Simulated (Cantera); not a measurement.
Feed: 1 mol SiCl4, 0.88 mol Cl2, 3.2 mol H2, equilibrated at 527 °C and 24.0 bar.

Method: chemical equilibrium by Gibbs-energy minimisation in Cantera with the NASA 1993 tables (ideal gas, pure condensed phases). Candidate condensed phases: Si; 19 gas species. The numbers say what is thermodynamically allowed, not how fast it happens.

Base state: H2 0.456, HCl 0.347, SiCl4 0.197, SiHCl3 0.000234 (mole fractions); condensed: gas only.

Problem. What changes in the equilibrium state with this change: SiCl4 replaced by Si?

Solution. 
```json
[
 {"species": "H2", "before": "0.456", "after": "0.850"},
 {"species": "SiHCl3", "before": "0.000234", "after": "0.0834"},
 {"species": "SiCl4", "before": "0.197", "after": "0.0562"},
 {"species": "HCl", "before": "0.347", "after": "0.000518"},
 {"species": "SiH2Cl2", "before": "2.25e-8", "after": "0.01000"},
 {"species": "SiH3Cl", "before": "<1e-9", "after": "0.000276"},
 {"species": "SiCl3", "before": "4.90e-8", "after": "1.28e-5"},
 {"species": "Si(s), mol", "before": "0", "after": "0.468"}
]
```
The tables' values for SiCl3 are old estimates; treat these amounts as uncertain.
